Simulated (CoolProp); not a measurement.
Vapour-liquid equilibrium of CHF3 (R23) (1) + sulfur hexafluoride (2) at -34.25 °C; x and y are mole fractions of (1).

The numbers come from the multi-fluid Helmholtz-energy mixture model, Penoncello 2003 and Guder 2009; pair parameters Bell 2016 in CoolProp.

```tsv
x	bubble pressure (kPa)	y at the bubble point	dew pressure at overall composition x (kPa)	liquid density (mol/L)
0.05	521.5	0.206	443.6	(withheld)
0.15	657.6	0.402	491.1	12.52
0.25	(withheld)	0.499	(withheld)	12.85
0.35	798.5	0.563	617.1	13.23
0.45	838.3	0.614	698.7	13.67
0.55	867.7	(withheld)	787.4	14.18
0.65	889.0	0.711	861.8	14.78
0.75	901.5	0.768	898.8	15.48
0.85	902.4	0.841	901.6	16.29
0.95	886.5	0.937	883.4	17.22
```

Problem. What belongs in the gaps?

Solution. 
- 0.05, liquid density (mol/L): 12.23
- 0.25, bubble pressure (kPa): 742.4
- 0.25, dew pressure at overall composition x (kPa): 548.2
- 0.55, y at the bubble point: 0.661

y crosses x between x = 0.75 and 0.85: the model has an azeotrope there.

The pair parameters rest on a limited set of measurements; away from them the model extrapolates.
